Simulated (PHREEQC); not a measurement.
Synthetic water in mmol/kgw, 85 °C, pH 4.06:

```json
[
 {"constituent": "Na", "mmol/kgw": "78.9"},
 {"constituent": "K", "mmol/kgw": "2.67"},
 {"constituent": "Ca", "mmol/kgw": "4.22"},
 {"constituent": "Mg", "mmol/kgw": "9.19"},
 {"constituent": "Cl", "mmol/kgw": "25.6"},
 {"constituent": "S(6)", "mmol/kgw": "41.1"}
]
```

Valence states are taken as typed.

All values are PHREEQC results (Pitzer model, pitzer.dat), not measurements.

Question: The ionic strength comes out as 0.162 mol/kgw. What activity coefficients do K+, HSO4-, Cl-, H+, Mg+2 get?

Answer: K+ 0.71, HSO4- 0.71, Cl- 0.71, H+ 0.68, Mg+2 0.18. Single-ion values are on the MacInnes scale.

No solid was allowed to form. Complexes and solids missing from the database can't appear. Away from 25 °C the constants follow the database's enthalpies or fits; those with neither stay at their 25 °C values.
